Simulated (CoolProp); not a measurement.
Properties of R123 along the isobar 4.16 MPa.

Computed with CoolProp (reference Helmholtz-energy equation of state, Younglove 1994). It is a modified Benedict-Webb-Rubin equation, recast in Helmholtz form.

| T (°C) | phase | cv (kJ/(kg K)) | speed of sound (m/s) | expansivity (1/kK) | viscosity (µPa s) | conductivity (mW/(m K)) |
|---|---|---|---|---|---|---|
| 97.35 | liquid | 0.7702 | 476.4 | 2.403 | 209 | 60.8 |
| 107.75 | liquid | 0.7794 | 441.3 | 2.608 | 189 | 58.7 |
| 118.25 | liquid | 0.7890 | 405.6 | 2.872 | 171 | 56.5 |
| 128.65 | liquid | 0.7989 | 369.7 | 3.214 | 154 | 54.3 |
| 139.05 | liquid | 0.8095 | 332.8 | 3.685 | 139 | 52.1 |
| 149.45 | liquid | 0.8210 | 294.6 | 4.372 | 124 | 49.8 |
| 159.85 | liquid | 0.8341 | 254.0 | 5.478 | 110 | 47.4 |
| 170.25 | liquid | 0.8501 | 209.5 | 7.591 | 95.7 | 44.7 |
| 180.65 | liquid | 0.8730 | 156.9 | 13.61 | 79.3 | 41.7 |

Viscosity comes from a separate model (Tanaka 1996). Thermal conductivity comes from a separate model (Laesecke 1996).
